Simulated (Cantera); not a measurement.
A diamond (100) surface in a fixed gas of H2 with x(CH4) = 0.026, x(CH3) = 8e-05, at 925 K, 0.0158 atm; coverages are run to steady state.

Cantera simulation using the Harris–Goodwin 1993 mechanism for the reconstructed diamond (100) surface; the numbers are that mechanism's predictions, not measurements.

θ: site fractions in the mechanism's names (c6HH fully hydrogenated, c6H* and c6*H radical sites, c6** diradical, c6HM methylated).

```json
[
 {"x(H)": "0.0001", "growth (µm/h)": "(withheld)", "θ c6HH": "0.501", "θ c6H*": "0.00862", "θ c6*H": "0.222", "θ c6**": "0.00244", "θ c6HM": "0.209"},
 {"x(H)": "0.00024", "growth (µm/h)": "(withheld)", "θ c6HH": "0.552", "θ c6H*": "0.00983", "θ c6*H": "0.253", "θ c6**": "0.00355", "θ c6HM": "0.142"},
 {"x(H)": "0.00058", "growth (µm/h)": "(withheld)", "θ c6HH": "0.603", "θ c6H*": "0.0109", "θ c6*H": "0.281", "θ c6**": "0.00445", "θ c6HM": "0.0794"},
 {"x(H)": "0.0014", "growth (µm/h)": "0.413", "θ c6HH": "0.636", "θ c6H*": "0.0116", "θ c6*H": "0.298", "θ c6**": "0.00500", "θ c6HM": "0.0383"},
 {"x(H)": "0.0034", "growth (µm/h)": "0.443", "θ c6HH": "0.654", "θ c6H*": "0.0120", "θ c6*H": "0.308", "θ c6**": "0.00528", "θ c6HM": "0.0169"},
 {"x(H)": "0.0081", "growth (µm/h)": "0.456", "θ c6HH": "0.661", "θ c6H*": "0.0121", "θ c6*H": "0.312", "θ c6**": "0.00540", "θ c6HM": "0.00731"},
 {"x(H)": "0.02", "growth (µm/h)": "0.462", "θ c6HH": "0.665", "θ c6H*": "0.0122", "θ c6*H": "0.313", "θ c6**": "0.00546", "θ c6HM": "0.00300"},
 {"x(H)": "0.047", "growth (µm/h)": "0.465", "θ c6HH": "0.666", "θ c6H*": "0.0124", "θ c6*H": "0.314", "θ c6**": "0.00549", "θ c6HM": "0.00128"},
 {"x(H)": "0.11", "growth (µm/h)": "0.466", "θ c6HH": "0.667", "θ c6H*": "0.0126", "θ c6*H": "0.314", "θ c6**": "0.00552", "θ c6HM": "0.000550"}
]
```

### Question
What belongs in the gaps?

### Answer

- 0.0001, growth (µm/h): 0.161
- 0.00024, growth (µm/h): 0.264
- 0.00058, growth (µm/h): 0.355
